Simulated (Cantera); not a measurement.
A counterflow diffusion flame at 160000 Pa, nozzles 20 mm apart: fuel side H₂ : N₂ = 1 : 0.22 (molar parts) at 500 K, oxidiser side O₂ : N₂ = 0.24 : 0.76 (molar parts) at 398 K, fuel mass flux 0.42 times the oxidiser's; mixture-averaged transport, no radiation.

Computed with Cantera and the H2/O2 subset of GRI-Mech 3.0, which has no nitrogen chemistry. The maximum strain rate includes the flame's own expansion and is several times the mean.

x: mole fraction; the columns are a selection and need not sum to one.

```csv
oxidiser flux (kg/m²/s),max strain (1/s),mean strain (1/s),T max (K),peak x OH,peak x H,peak x H₂O,peak x HO₂
0.96,___,112,2593,0.0212,0.0120,0.308,3.21e-5
1.4,___,164,2563,0.0216,0.0132,0.305,4.52e-5
2,___,234,2527,0.0220,0.0145,0.303,5.99e-5
3,___,351,2479,0.0224,0.0166,0.299,7.98e-5
4.4,___,515,2427,0.0227,0.0189,0.296,0.000103
6.4,___,749,2371,0.0228,0.0216,0.293,0.000128
9.3,___,1090,2312,0.0228,0.0245,0.289,0.000158
14,___,1640,2240,0.0225,0.0281,0.285,0.000195
```

### Question
What belongs in the gaps?

### Answer

- 0.96, max strain (1/s): 576
- 1.4, max strain (1/s): 828
- 2, max strain (1/s): 1150
- 3, max strain (1/s): 1660
- 4.4, max strain (1/s): 2360
- 6.4, max strain (1/s): 3300
- 9.3, max strain (1/s): 4600
- 14, max strain (1/s): 6600
